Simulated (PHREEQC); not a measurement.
Make-up at 25 °C: 18 mmol/kgw MnSO4, 48 mmol/kgw CaCl2 and 0.033 mmol/kgw H2SO4. Closed to the air; pH follows from the charge balance.

Model: ion-association model, phreeqc.dat, run in PHREEQC.

Precipitation was switched off in this run.

Order these Mn species by the share of Mn that they hold, largest first: Mn+2, MnCl+, MnSO4, MnCl2.

Mn+2 (77 %), MnSO4 (13 %), MnCl+ (9.8 %), MnCl2 (0.21 %)

The pH is 4.40 and the ionic strength 0.177 mol/kgw. Examples of supersaturated solids here: Gypsum. Others may be too.
